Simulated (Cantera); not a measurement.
N2O furnace oxynitridation

A perfectly stirred reactor is fed with N₂O : O₂ = 1 : 0.23 (molar parts), at 32.3 Torr; it is held at 1450 K, and followed from long to short residence time.

Model: GRI-Mech 3.0 (53 species, 325 reactions), integrated in Cantera. GRI-Mech 3.0 was tuned for natural gas; its chemistry of N2O as a main component is partial and can be far from experiment. Radical loss at walls, strong at low pressure, is not modelled. The temperature is held fixed by assumption; the heat of reaction is taken as removed at once.

```
τ (s)     x N₂O   x O₂      x NO      x O      x N₂     x NO₂
-------  ------  -----  --------  -------  --------  --------
4.3      0.0934  0.340     0.110  4.08e-5     0.457   5.76e-5
1.7       0.198  0.317    0.0958  4.24e-5     0.389   4.78e-5
0.68      0.361  0.282    0.0710  4.32e-5     0.286   3.33e-5
0.27      0.542  0.244    0.0427  4.35e-5     0.171   1.84e-5
0.11      0.676  0.216    0.0217  4.36e-5    0.0869   8.35e-6
0.042     0.754  0.199   0.00925  4.36e-5    0.0370   2.92e-6
0.017     0.788  0.192   0.00390  4.34e-5    0.0157   8.80e-7
0.0067    0.803  0.189   0.00156  4.31e-5   0.00626   2.03e-7
0.0027    0.809  0.188  0.000621  4.24e-5   0.00252   3.95e-8
0.0011    0.811  0.187  0.000243  4.07e-5   0.00101   6.74e-9
0.00042   0.812  0.187   8.37e-5  3.66e-5  0.000371  8.58e-10
```
x: mole fraction; the columns are a selection and need not sum to one.
